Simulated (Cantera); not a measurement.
Cantera with NASA thermochemical tables; ideal gases at 1 bar, condensed phases pure. Values are per mole of reaction as written; species without (g) are pure solids or liquids, kept so even where they would boil at 1 bar.

2 NO(g) + Nb ⇌ NbO2 + 2 N(g)

| T (K) | ΔH° (kJ) | ΔS° (J/K) | ΔG° (kJ) | log10 K |
|---|---|---|---|---|
| 300 | -32.1 | -96.8 | -3.1 | 0.54 |
| 650 | -24.6 | -80.6 | 27.8 | -2.23 |
| 700 | … | … | … | … |
| 750 | … | … | … | … |
| 800 | … | … | … | … |
| 850 | … | … | … | … |
| 900 | -17.7 | -71.6 | 46.8 | -2.72 |

### Question
Complete the blanks.

### Answer

- 700, ΔH° (kJ): -23.3
- 700, ΔS° (J/K): -78.7
- 700, ΔG° (kJ): 31.8
- 700, log10 K: -2.37
- 750, ΔH° (kJ): -22.0
- 750, ΔS° (J/K): -76.9
- 750, ΔG° (kJ): 35.7
- 750, log10 K: -2.48
- 800, ΔH° (kJ): -20.6
- 800, ΔS° (J/K): -75.1
- 800, ΔG° (kJ): 39.5
- 800, log10 K: -2.58
- 850, ΔH° (kJ): -19.2
- 850, ΔS° (J/K): -73.4
- 850, ΔG° (kJ): 43.2
- 850, log10 K: -2.65
